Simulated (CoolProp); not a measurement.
Ethanol at several states: fugacity coefficient from the reference equation and from simpler models built on Tc = 514.7 K, pc = 6.268 MPa, ω = 0.644; each cubic takes its own stable root.

Values from CoolProp's reference Helmholtz-energy equation of state, Schroeder 2014.

| T (K) | p (MPa) | phase | reference | van der Waals | Redlich-Kwong | Soave-Redlich-Kwong | Peng-Robinson |
|---|---|---|---|---|---|---|---|
| 490.6 | 7.47 | liquid | 0.4436 | ___ | 0.4913 | ___ | ___ |
| 415.1 | 0.208 | gas | ___ | 0.9836 | 0.9793 | 0.9750 | ___ |
| 309.8 | 0.0339 | liquid | 0.4391 | 0.9948 | 0.9926 | ___ | 0.4553 |
| 499.4 | 2.11 | gas | 0.8845 | 0.8931 | 0.8772 | 0.8730 | 0.8617 |

### Question
Some entries are withheld; supply them.

### Answer

- 490.6, van der Waals: 0.5452
- 490.6, Soave-Redlich-Kwong: 0.4471
- 490.6, Peng-Robinson: 0.4300
- 415.1, reference: 0.9717
- 415.1, Peng-Robinson: 0.9736
- 309.8, Soave-Redlich-Kwong: 0.4176

At some of these states van der Waals, Redlich-Kwong gives the other phase, because its saturation line lies elsewhere.
